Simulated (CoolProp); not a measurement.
Vapour-liquid equilibrium of ethane (1) + hydrogen sulfide (2) at 263.3 K; x and y are mole fractions of (1).

The numbers come from the multi-fluid Helmholtz-energy mixture model, Bücker 2006 and Lemmon 2006; pair parameters Kunz 2012 in CoolProp.

Give the bubble pressure and the first vapour's composition at x = 0.05, 0.2, 0.35. Is there an azeotrope?

x = 0.05: 10.03 bar, y = 0.249; x = 0.2: 14.24 bar, y = 0.504; x = 0.35: 16.22 bar, y = 0.595. y crosses x between x = 0.8 and 0.95: the model has an azeotrope there.

The pair parameters rest on a limited set of measurements; away from them the model extrapolates.
